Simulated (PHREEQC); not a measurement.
A made-up water analysis in mg/L, 25 °C, pH 7.31, pe 11.6:

```csv
constituent,mg/L
Na,5.57
K,12.1
Ca,3.67
Mg,6.98
Cl,5.77
S(6) as SO4,46.3
Alkalinity as HCO3,10.2
O(0) (dissolved oxygen),0.141
B,0.017
```

Valence states are taken as typed.

Equilibrium calculation in PHREEQC: ion-association model, phreeqc.dat.

This is a speciation only: nothing precipitates in the calculation.

Question: Order these Mg species by the share of Mg that they hold, largest first: Mg+2, MgHCO3+, MgSO4.

Answer: Mg+2 (93 %), MgSO4 (6.7 %), MgHCO3+ (0.15 %)

The pH is 7.31 and the ionic strength 0.00206 mol/kgw. Species that the database lacks are ignored.
